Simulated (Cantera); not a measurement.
Mixture: CH₄ : O₂ : N₂ = 1 : 5 : 18.8 (molar parts), equivalence ratio 0.40, at 760 Torr, adiabatic and at constant pressure. Ignition delay is the time to a rise of 400 K.

Model: GRI-Mech 3.0 (53 species, 325 reactions), integrated in Cantera.

Task: Predict: delay at 1275 K; delay at 1350 K; delay at 1425 K; delay at 1500 K; delay at 1575 K; delay at 1650 K; delay at 1725 K; apparent activation energy between 1575 and 1725 K.

Result: 
```json
{
  "delay at 1275 K": "10.1 ms",
  "delay at 1350 K": "4.02 ms",
  "delay at 1425 K": "1.77 ms",
  "delay at 1500 K": "0.871 ms",
  "delay at 1575 K": "0.470 ms",
  "delay at 1650 K": "0.274 ms",
  "delay at 1725 K": "0.169 ms",
  "apparent activation energy between 1575 and 1725 K": "150 kJ/mol"
}
```
